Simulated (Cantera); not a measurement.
Cantera run:

```python
import numpy as np
import cantera as ct

gas_names = """
    AL ALH ALN ALO ALOH ALO2 ALO2H AL2 AL2O AL2O2 H HALO HNO HNO2 HNO3 HO2 H2 H2O H2O2 N NH NH2 NH3
    NH2OH NO NO2 NO3 N2 N2H2 N2H4 N2O O OH O2 O3
""".split()
cond_names = """
    AL(cr) AL(L) ALN(s) AL2O3(a) AL2O3(L) H2O(s) H2O(L)
""".split()


# ... load() reads the species with a 1 bar reference pressure and builds the phases ...
atoms = {
    'AlN': {'AL': 1, 'N': 1},
    'H2O': {'H': 2, 'O': 1},
    'H2': {'H': 2},
}
top_T = {'ALN(s)': 2750}  # K; cautious upper limits of use, not melting points


# ... equilibrate(T, P, feed) seeds the gas with the atoms and calls Mixture.equilibrate('TP', solver="vcs", rtol=1e-11, max_steps=5000) ...
results = []
feed = {'AlN': 1, 'H2O': 0.3, 'H2': 1.7}  # mol
T = 2023  # K
P = 85000  # Pa
mix = equilibrate(T, P, feed)
results.append((T, P, feed, dict(zip(mix.species_names, mix.species_moles))))
x = sorted(zip(gas.X, gas.species_names), reverse=True)
print(f"T = {T:g} K  P = {P:g} Pa  gas = {mix.phase_moles(0):.4g} mol")
print("   x: " + "  ".join(f"{s} {v:.3e}" for v, s in x if v > 1e-06))
print("   condensed (mol): " + ("  ".join(f"{mix.phase(i).name} {mix.phase_moles(i):.4g}"
      for i in range(1, mix.n_phases) if mix.phase_moles(i) > 1e-12) or "none"))
```

Result:

```
T = 2023 K  P = 85000 Pa  gas = 2.103 mol
   x: H2 9.498e-01  N2 4.773e-02  H 2.008e-03  AL 1.844e-04  AL2O 1.341e-04  H2O 5.352e-05  ALH 4.408e-05  ALOH 1.170e-05  NH3 3.325e-06
   condensed (mol): ALN(s) 0.7992  AL2O3(a) 0.09986
```

Method: chemical equilibrium by Gibbs-energy minimisation in Cantera with the NASA 1993 tables (ideal gas, pure condensed phases). Mutual solubility and eutectic melting of coexisting phases are not modelled. The tables' values for AlOH are old estimates; treat these amounts as uncertain. Condensed phases not in the tables: aluminium oxynitride.
